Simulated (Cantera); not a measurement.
An isothermal, constant-pressure homogeneous reactor starts with 14.6 % H₂, 10.4 % O₂, 75.0 % N₂, equivalence ratio 0.70, at 1175 K and 100000 Pa.

Model: GRI-Mech 3.0 (53 species, 325 reactions), integrated in Cantera. The temperature is held fixed by assumption; the heat of reaction is taken as removed at once.

x: mole fraction; the columns are a selection and need not sum to one.

```json
[
 {"t (s)": "3.00e-5", "x H₂": "0.146", "x O₂": "0.104", "x N₂O": "<1e-12", "x O": "1.68e-7", "x H": "9.77e-7", "x OH": "8.58e-8", "x NO": "<1e-12"},
 {"t (s)": "6.83e-5", "x H₂": "0.141", "x O₂": "0.102", "x N₂O": "6.24e-10", "x O": "0.000378", "x H": "0.00222", "x OH": "0.000232", "x NO": "1.47e-9"},
 {"t (s)": "0.000155", "x H₂": "0.00674", "x O₂": "0.0366", "x N₂O": "7.04e-8", "x O": "0.00124", "x H": "0.00321", "x OH": "0.00140", "x NO": "4.51e-6"},
 {"t (s)": "0.000354", "x H₂": "?", "x O₂": "0.0341", "x N₂O": "?", "x O": "?", "x H": "?", "x OH": "?", "x NO": "4.62e-6"},
 {"t (s)": "0.000805", "x H₂": "0.000322", "x O₂": "0.0338", "x N₂O": "1.08e-7", "x O": "2.17e-5", "x H": "9.32e-6", "x OH": "0.000119", "x NO": "4.55e-6"},
 {"t (s)": "0.00183", "x H₂": "8.40e-5", "x O₂": "0.0337", "x N₂O": "1.13e-7", "x O": "4.66e-6", "x H": "1.17e-6", "x OH": "5.86e-5", "x NO": "4.45e-6"},
 {"t (s)": "0.00417", "x H₂": "1.69e-5", "x O₂": "0.0337", "x N₂O": "1.16e-7", "x O": "1.15e-6", "x H": "1.39e-7", "x OH": "3.24e-5", "x NO": "4.40e-6"},
 {"t (s)": "0.00949", "x H₂": "2.43e-6", "x O₂": "0.0337", "x N₂O": "1.17e-7", "x O": "3.36e-7", "x H": "1.48e-8", "x OH": "1.87e-5", "x NO": "4.45e-6"},
 {"t (s)": "0.0216", "x H₂": "3.31e-7", "x O₂": "0.0337", "x N₂O": "1.18e-7", "x O": "1.17e-7", "x H": "2.02e-9", "x OH": "1.12e-5", "x NO": "4.53e-6"},
 {"t (s)": "0.0491", "x H₂": "8.34e-8", "x O₂": "0.0337", "x N₂O": "1.18e-7", "x O": "4.58e-8", "x H": "4.40e-10", "x OH": "6.99e-6", "x NO": "4.58e-6"},
 {"t (s)": "0.112", "x H₂": "3.23e-8", "x O₂": "0.0337", "x N₂O": "1.16e-7", "x O": "1.94e-8", "x H": "1.21e-10", "x OH": "4.53e-6", "x NO": "4.61e-6"},
 {"t (s)": "0.255", "x H₂": "1.47e-8", "x O₂": "0.0337", "x N₂O": "1.12e-7", "x O": "8.73e-9", "x H": "3.86e-11", "x OH": "3.04e-6", "x NO": "4.62e-6"},
 {"t (s)": "0.579", "x H₂": "8.39e-9", "x O₂": "0.0337", "x N₂O": "1.02e-7", "x O": "4.45e-9", "x H": "1.63e-11", "x OH": "2.17e-6", "x NO": "4.62e-6"},
 {"t (s)": "1.32", "x H₂": "6.71e-9", "x O₂": "0.0337", "x N₂O": "8.25e-8", "x O": "3.01e-9", "x H": "1.09e-11", "x OH": "1.78e-6", "x NO": "4.61e-6"},
 {"t (s)": "3.00", "x H₂": "6.48e-9", "x O₂": "0.0337", "x N₂O": "?", "x O": "?", "x H": "1.01e-11", "x OH": "1.70e-6", "x NO": "4.61e-6"}
]
```

Problem. What belongs in the gaps?

Solution. 
- 0.000354, x H₂: 0.00119
- 0.000354, x N₂O: 9.81e-8
- 0.000354, x O: 0.000125
- 0.000354, x H: 0.000102
- 0.000354, x OH: 0.000316
- 3.00, x N₂O: 5.09e-8
- 3.00, x O: 2.75e-9
